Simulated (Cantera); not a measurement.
# Thermodynamics of tantalum, niobium, vanadium and zirconium in process gases, feed V + H₂O + N₂O

A closed system holds: 1 mol V, a varied amount of H₂O, 0.13 mol N₂O, equilibrated at 6.40 Pa.

These are equilibrium values from Cantera (NASA tables, ideal gas, pure condensed phases), not measurements of a reactor. Candidate condensed phases: H₂O, V, VN, VO, V₂O₃, V₂O₄, V₂O₅; 28 gas species. Mutual solubility and eutectic melting of coexisting phases are not modelled. VO: taken at fixed stoichiometry. Condensed phases not in the tables: the oxides between V₂O₃ and V₂O₅ other than VO₂, V₂N, N, O or C dissolved in the metal. Equilibrium is a limit: real reactors are often held back by kinetics, nucleation or transport.

Stable condensed phases:

```
T in K \ n(H₂O) in mol
          0.3 0.44 0.66 0.98  1.5  2.2  3.2  4.8  7.1   11
   2700     A    A    A    A    A    A    A    A    A    A
   2625     A    A    A    A    A    A    A    A    A    A
   2550     A    A    A    A    A    A    A    A    A    A
   2475     A    A    A    A    A    A    A    A    A    A
   2400     A    A    A    A    A    A    A    A    A    A
   2325     A    A    A    A    A    A    A    A    A    A
   2250     A    A    A    A    A    A    A    A    A    A
   2175     A    A    A    A    A    A    A    A    A    A
   2100     B    B    B    C    A    A    A    A    A    A
   2025     B    B    B    C    C    A    A    A    A    A
   1950     B    B    B    C    D    D    A    A    A    A
   1875     B    B    B    E    D    D    D    A    A    A
   1800     B    B    B    E    D    D    D    D    D    A
```

A: gas only; B: V + VO; C: VO; D: V₂O₃; E: VO + V₂O₃.
